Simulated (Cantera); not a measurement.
A closed system holds: 1 mol MgO, 0.79 mol O2, 0.73 mol H2O, at 1923 K and 0.133 bar.

Equilibrium computed with Cantera from the NASA thermochemical tables; the gas is ideal and each condensed phase is pure. Candidate condensed phases: H2O, Mg, MgO, Mg(OH)2; 15 gas species. Equilibrium is a limit: real reactors are often held back by kinetics, nucleation or transport.

Problem. What is the equilibrium state?

Solution. 
```
Quantity                              Value
--------------------------------  ---------
x(O2)                                 0.517
x(H2O)                                0.476
x(OH)                               0.00625
x(O)                               0.000713
x(H2)                              0.000286
x(H)                                4.36e-5
x(Mg(OH)2)                          9.84e-6
x(HO2)                              5.33e-6
n(MgO(s))                         1.000 mol
gas amount                        1.523 mol
log10 activity of Mg(l) (absent)      -9.92
```
